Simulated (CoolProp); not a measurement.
Vapour-liquid equilibrium of isohexane (1) + ethanol (2) at 671 kPa; x and y are mole fractions of (1).

Model: multi-fluid Helmholtz-energy mixture model, Lemmon 2006 and Schroeder 2014; pair parameters Bell 2016, in CoolProp.

```
x     bubble temperature, mixture model (°C)  bubble temperature, Raoult's law (°C)  y, mixture model  y, Raoult's law
----  --------------------------------------  -------------------------------------  ----------------  ---------------
0.05                                   130.6                                  135.6             0.158            0.051
0.15                                   124.1                                  135.5             0.345            0.152
0.25                                   121.0                                  135.4             0.437            0.253
0.35                                   119.6                                  135.4             0.486            0.354
0.45                                   119.0                                  135.3             0.518            0.455
0.55                                   118.8                                  135.2             0.546            0.555
0.65                                   119.1                                  135.1             0.580            0.654
0.75                                   120.1                                  135.0             0.628            0.754
0.85                                   122.8                                  134.9             0.711            0.853
0.95                                   129.0                                  134.8             0.866            0.951
```

The largest gap from Raoult's law is -16.4 K in bubble temperature, at x = 0.55. y crosses x between x = 0.45 and 0.55: the model has an azeotrope there.

The pair parameters rest on a limited set of measurements; away from them the model extrapolates.
